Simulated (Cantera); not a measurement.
An isothermal, constant-pressure homogeneous reactor starts with C₂H₆ : H₂ = 1 : 92 (molar parts), at 1400 K and 1700 Pa. Integrator tolerance rtol = 1e-08.

Model: GRI-Mech 3.0 (53 species, 325 reactions), integrated in Cantera. GRI-Mech 3.0 stops at C3 and has no aromatics, soot or wall deposition, so with more carbon than oxygen in the feed, carbon stays in small species such as C2H2 where larger ones or solid carbon would form. Radical loss at walls, strong at low pressure, is not modelled.

```json
[
 {"quantity": "x(C₂H₆) at 40.0 s", "before": "9.00e-8 (gas-phase equilibrium 3.81e-8)", "after": "8.50e-8 (gas-phase equilibrium 2.46e-8)"},
 {"quantity": "x(H₂) at 40.0 s", "before": "0.985 (gas-phase equilibrium 0.987)", "after": "0.984 (gas-phase equilibrium 0.988)"},
 {"quantity": "x(C₂H₂) at 40.0 s", "before": "0.00576 (gas-phase equilibrium 0.00840)", "after": "0.00569 (gas-phase equilibrium 0.00881)"},
 {"quantity": "x(H) at 40.0 s", "before": "3.49e-5 (gas-phase equilibrium 3.73e-5)", "after": "3.90e-5 (gas-phase equilibrium 4.22e-5)"},
 {"quantity": "x(C₂H₄) at 40.0 s", "before": "8.08e-5 (gas-phase equilibrium 0.000116)", "after": "6.32e-5 (gas-phase equilibrium 9.55e-5)"}
]
```

Task: Name the change that produced these shifts.
(A) pressure from 1700 Pa to 1330 Pa
(B) temperature 1400 to 1750 K
(C) C2H6 1 to 0.1 parts
(D) temperature 1400 to 1150 K

Result: A, pressure from 1700 Pa to 1330 Pa
